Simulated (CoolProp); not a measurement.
Properties of ammonia at several states.

The numbers come from the reference Helmholtz-energy equation of state, Gao 2020 in CoolProp.

```tsv
T (K)	p (MPa)	phase	isothermal compressibility (1/MPa)	fugacity coefficient
225.4	0.57	liquid	0.0006390	…
673.2	0.0183	gas	54.65	0.9999
285.8	16.6	liquid	…	…
```

Problem. Some entries are withheld; supply them.

Solution. 
- 225.4, fugacity coefficient: 0.08081
- 285.8, isothermal compressibility (1/MPa): 0.001105
- 285.8, fugacity coefficient: 0.04462
